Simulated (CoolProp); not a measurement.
Vapour-liquid equilibrium of propane (1) + toluene (2) at 334.1 K; x and y are mole fractions of (1).

The numbers come from the multi-fluid Helmholtz-energy mixture model, Lemmon 2009 and Lemmon 2006; pair parameters Bell 2016 in CoolProp.

**Question.** Give the bubble pressure and the first vapour's composition at x = 0.65, 0.8, 0.95. Is there an azeotrope?

**Answer.** x = 0.65: 1463 kPa, y = 0.988; x = 0.8: 1699 kPa, y = 0.991; x = 0.95: 2011 kPa, y = 0.997. No azeotrope shows between x = 0.05 and 0.95.

Pair parameters are fitted to limited data, so mixtures are less certain than the pure fluids. The gap from Raoult's law changes sign with composition, which may be real or a fault of the pair parameters; it wasn't checked against measurements.
